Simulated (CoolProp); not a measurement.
Vapour-liquid equilibrium of hydrogen sulfide (1) + n-hexane (2) at 67.35 °C; x and y are mole fractions of (1).

Computed with CoolProp (multi-fluid Helmholtz-energy mixture model, Lemmon 2006 and Thol 2019; pair parameters Kunz 2012).

```
x     bubble pressure (MPa)  y at the bubble point  dew pressure at overall composition x (MPa)  liquid density (mol/L)
----  ---------------------  ---------------------  -------------------------------------------  ----------------------
0.05                 0.3234                  0.694                                       0.1023                   7.108
0.15                 0.8330                  0.880                                       0.1148                   7.243
0.25                  1.334                  0.924                                       0.1307                   7.584
0.35                  1.790                  0.943                                       0.1513                   8.121
0.45                  2.209                  0.954                                       0.1792                   8.866
0.55                  2.618                  0.962                                       0.2195                   9.854
0.65                  3.047                  0.969                                       0.2826                   11.14
0.75                  3.519                  0.976                                       0.3965                   12.79
0.85                  4.051                  0.984                                       0.6654                   14.88
0.95                  4.664                  0.994                                        2.047                   17.48
```

No azeotrope shows between x = 0.05 and 0.95.

The pair parameters rest on a limited set of measurements; away from them the model extrapolates. The gap from Raoult's law changes sign with composition, which may be real or a fault of the pair parameters; it wasn't checked against measurements.
